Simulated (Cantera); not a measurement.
What does this Cantera script print?

```python
import numpy as np
import cantera as ct

gas = ct.Solution("h2o2.yaml")
gas.TPX = 1698, 95000, {'H2': 1, 'O2': 0.12, 'N2': 1.45}
reactor = ct.IdealGasReactor(gas, energy="on", clone=False)
net = ct.ReactorNet([reactor])
net.rtol, net.atol = 1e-08, 1e-16
show = ['H2', 'O2', 'O', 'H2O', 'H2O2', 'H']
times = np.geomspace(1e-06, 0.8, 16)

steps = ct.SolutionArray(gas, extra=["t"])
rows = []
print(f"{'t/s':>10s}{'T/K':>9s}{'P/Pa':>11s}" + "".join(f"{s:>11s}" for s in show))
for t in times:
    while net.time < t:
        t_next = net.step()
        steps.append(gas.state, t=t_next)
    rows.append([np.interp(t, steps.t, y) for y in (steps.T, steps.P, *steps(*show).X.T)])
    print(f"{t:10.3e}{rows[-1][0]:9.1f}{rows[-1][1]:11.4g}" + "".join(f"{x:11.3e}" for x in rows[-1][2:]))
rate = np.gradient(steps.T, steps.t)
print("integrator steps:", len(steps.t))
if steps.T.max() > steps.T[0] + 200:
    print(f"time of steepest temperature rise: {steps.t[rate.argmax()]:.4e} s")
gas.TPX = 1698, 95000, {'H2': 1, 'O2': 0.12, 'N2': 1.45}
gas.equilibrate("UV")
print(f"equilibrium (UV): T = {gas.T:.1f} K  " + "  ".join(f"{s} {gas[s].X[0]:.3e}" for s in show))
```

Result:

```
       t/s      T/K       P/Pa         H2         O2          O        H2O       H2O2          H
 1.000e-06   1698.0    9.5e+04  3.891e-01  4.669e-02  4.391e-08  3.043e-07  1.736e-08  1.188e-06
 2.475e-06   1698.0    9.5e+04  3.891e-01  4.669e-02  2.136e-07  3.236e-06  7.138e-08  5.393e-06
 6.125e-06   1698.0    9.5e+04  3.890e-01  4.665e-02  2.964e-06  7.075e-05  2.215e-07  7.332e-05
 1.516e-05   1720.7  9.625e+04  3.570e-01  3.513e-02  7.201e-04  2.158e-02  1.638e-07  2.036e-02
 3.751e-05   1914.0  1.062e+05  2.627e-01  6.995e-05  4.613e-04  9.138e-02  3.922e-08  7.432e-02
 9.283e-05   2096.3   1.15e+05  2.767e-01  4.057e-05  2.823e-04  9.280e-02  1.878e-08  5.259e-02
 2.297e-04   2270.2  1.231e+05  2.902e-01  1.621e-05  1.178e-04  9.459e-02  7.044e-09  3.147e-02
 5.686e-04   2388.8  1.286e+05  2.995e-01  4.937e-06  3.687e-05  9.606e-02  2.388e-09  1.685e-02
 1.407e-03   2439.5  1.308e+05  3.035e-01  1.965e-06  1.490e-05  9.674e-02  1.050e-09  1.053e-02
 3.482e-03   2446.8  1.312e+05  3.041e-01  1.640e-06  1.249e-05  9.685e-02  8.919e-10  9.618e-03
 8.618e-03   2446.9  1.312e+05  3.041e-01  1.637e-06  1.246e-05  9.685e-02  8.904e-10  9.609e-03
 2.133e-02   2446.9  1.312e+05  3.041e-01  1.637e-06  1.246e-05  9.685e-02  8.904e-10  9.609e-03
 5.278e-02   2446.9  1.312e+05  3.041e-01  1.637e-06  1.246e-05  9.685e-02  8.904e-10  9.609e-03
 1.306e-01   2446.9  1.312e+05  3.041e-01  1.637e-06  1.246e-05  9.685e-02  8.904e-10  9.609e-03
 3.233e-01   2446.9  1.312e+05  3.041e-01  1.637e-06  1.246e-05  9.685e-02  8.904e-10  9.609e-03
 8.000e-01   2446.9  1.312e+05  3.041e-01  1.637e-06  1.246e-05  9.685e-02  8.904e-10  9.609e-03
integrator steps: 1159
time of steepest temperature rise: 1.7456e-05 s
equilibrium (UV): T = 2446.9 K  H2 3.041e-01  O2 1.637e-06  O 1.246e-05  H2O 9.685e-02  H2O2 8.904e-10  H 9.609e-03
```

Model: the H2/O2 subset of GRI-Mech 3.0, which has no nitrogen chemistry, integrated in Cantera.
